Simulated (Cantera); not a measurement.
Feed: 1 mol C, 17 mol H2, held at 1900 °C and 1.00 bar.

Cantera equilibrium calculation (NASA polynomials, part measured and part estimated; ideal gas, pure solids and liquids). Rates play no part.

```
species             before    after
----------------  --------  -------
H2                   0.993    0.966
CH4               0.000275   0.0341
H                  0.00481  2.43e-8
C2H2 (acetylene)   0.00219  1.23e-8
CH3                2.56e-5  1.57e-8
C(graphite), mol     0.920    0.439
```
Gas species are given as mole fractions.

**Question.** Which change was made?
(A) pressure from 1.00 bar to 4.20 bar
(B) temperature from 1900 °C to 2252 °C
(C) temperature from 1900 °C to 825 °C
(D) pressure from 1.00 bar to 0.230 bar

**Answer.** C, temperature from 1900 °C to 825 °C
